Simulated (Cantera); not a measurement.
Adiabatic ignition

An adiabatic, constant-volume homogeneous reactor starts with 3.74 % CH4, 17.8 % O2, 78.5 % N2, at 1050 K and 3750 Torr.

Model: GRI-Mech 3.0 (53 species, 325 reactions), integrated in Cantera.

```tsv
t (s)	T (K)	P (bar)	x CH4	x O2	x C2H2	x H2	x CO	x C2H6
4.00e-6	1050	5.00	0.0374	0.178	<1e-12	<1e-12	<1e-12	<1e-12
1.23e-5	1050	5.00	0.0374	0.178	<1e-12	<1e-12	<1e-12	<1e-12
3.81e-5	1050	5.00	0.0374	0.178	<1e-12	1.05e-12	<1e-12	<1e-12
0.000118	1050	5.00	0.0374	0.178	<1e-12	9.22e-12	<1e-12	1.16e-12
0.000363	1050	5.00	0.0374	0.178	<1e-12	9.61e-11	3.91e-12	3.80e-11
0.00112	1050	5.00	0.0374	0.178	<1e-12	1.32e-9	1.39e-10	1.57e-9
0.00346	1050	5.00	0.0374	0.178	<1e-12	2.83e-8	7.35e-9	9.82e-8
0.0107	1050	5.00	0.0374	0.178	<1e-12	4.24e-7	3.55e-7	2.04e-6
0.0330	1051	5.01	0.0372	0.178	4.15e-11	6.13e-6	1.27e-5	2.13e-5
0.102	2086	9.94	<1e-12	0.102	<1e-12	3.99e-5	9.80e-5	<1e-12
0.315	2078	9.90	<1e-12	0.101	<1e-12	3.80e-5	9.28e-5	<1e-12
0.972	2071	9.86	<1e-12	0.0997	<1e-12	3.64e-5	8.84e-5	<1e-12
3.00	2070	9.86	<1e-12	0.0996	<1e-12	3.62e-5	8.80e-5	<1e-12
```
x: mole fraction; the columns are a selection and need not sum to one.

```yaml
time_of_steepest_temperature_rise: 63.9 ms
temperature at 3.00 s: 2070 K
equilibrium_temperature: 2070 K
x(CH4) at 3.00 s: <1e-12 (gas-phase equilibrium <1e-12)
x(O2) at 3.00 s: 0.0996 (gas-phase equilibrium 0.0996)
x(C2H2) at 3.00 s: <1e-12 (gas-phase equilibrium <1e-12)
```
